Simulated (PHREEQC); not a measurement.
Consider water at 32 °C with 0.0016 mol HF, 0.0016 mol KF and 5e-05 mol H2SO4 per kg of water. Closed to the air; pH follows from the charge balance.

Computed with PHREEQC (ion-association model, wateq4f.dat).

```json
[
 {"quantity": "pH", "before": "3.39", "after": "3.27"},
 {"quantity": "ionic strength (mol/kgw)", "before": "0.00207", "after": "0.00141"},
 {"quantity": "F- (mol/kgw)", "before": "0.00192", "after": "0.00126"},
 {"quantity": "HF (mol/kgw)", "before": "0.00126", "after": "0.00112"},
 {"quantity": "HF2- (mol/kgw)", "before": "9.71e-6", "after": "5.70e-6"},
 {"quantity": "H2F2 (mol/kgw)", "before": "3.19e-6", "after": "2.53e-6"}
]
```

Task: What was changed between the two runs?
(A) KF from 0.0016 to 0.0008 mol/kgw
(B) HF from 0.0016 to 0.0032 mol/kgw
(C) 0.00016 mol/kgw Na2SiO3 added
(D) KF left out
(E) temperature from 32 to 20 °C

Result: A, KF from 0.0016 to 0.0008 mol/kgw

Precipitation was switched off in this run.
